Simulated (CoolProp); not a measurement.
R236EA at 293.15 K and 6 MPa is throttled through a valve to 1.19 MPa with no heat exchange. Each further row changes one setting.

Computed with CoolProp (reference Helmholtz-energy equation of state, Rui 2013).

| case | temperature change (K) |
|---|---|
| as stated | +1.0 |
| outlet pressure 0.357 MPa | +1.2 |
| outlet pressure 1.55 MPa | +1.0 |
